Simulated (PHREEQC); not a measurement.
## Nickel, zinc or cadmium bath: speciation

Dissolve 2.6 mmol/kgw Ni(NO3)2, 3.3 mmol/kgw Na2SO4 and 0.21 mmol/kgw HCl at 20 °C. Closed to the air; pH follows from the charge balance.

The numbers come from PHREEQC with the ion-association model, wateq4f.dat.

Precipitation was switched off in this run.

Problem. What pH, ionic strength does the model give?

Solution. pH 3.79; ionic strength 0.0161 mol/kgw.

Problem. In which forms is S present?

Solution. SO4-2 85 %, NiSO4 13 %, NaSO4- 1.6 %, HSO4- 0.8 % of the S.
